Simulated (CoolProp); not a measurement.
Vapour-liquid equilibrium of R152A (1) + R113 (2) at 0.0972 MPa; x and y are mole fractions of (1).

The numbers come from the multi-fluid Helmholtz-energy mixture model, Outcalt 1996 and Marx 1992; pair parameters Bell 2016 in CoolProp.

| x | bubble temperature, mixture model (K) | bubble temperature, Raoult's law (K) | y, mixture model | y, Raoult's law |
|---|---|---|---|---|
| 0.05 | ? | 306.7 | 0.564 | 0.393 |
| 0.15 | ? | 290.0 | 0.849 | 0.718 |
| 0.25 | 264.7 | 279.4 | 0.915 | 0.844 |
| 0.35 | 259.6 | 271.8 | 0.940 | 0.906 |
| 0.45 | 256.6 | 266.1 | 0.953 | 0.940 |
| 0.55 | 254.8 | 261.5 | ? | 0.962 |
| 0.65 | 253.4 | 257.7 | 0.967 | 0.976 |
| 0.75 | ? | 254.5 | ? | 0.986 |
| 0.85 | 250.7 | 251.7 | 0.981 | 0.993 |
| 0.95 | 249.1 | 249.3 | ? | 0.998 |

Question: Complete the blanks.

Answer: 
- 0.05, bubble temperature, mixture model (K): 297.3
- 0.15, bubble temperature, mixture model (K): 274.7
- 0.55, y, mixture model: 0.960
- 0.75, bubble temperature, mixture model (K): 252.1
- 0.75, y, mixture model: 0.973
- 0.95, y, mixture model: 0.992

The largest gap from Raoult's law is -15.3 K in bubble temperature, at x = 0.15. No azeotrope shows between x = 0.05 and 0.95.

Pair parameters are fitted to limited data, so mixtures are less certain than the pure fluids. With so large a gap from Raoult's law the liquid may split in two, which this calculation doesn't test in full.
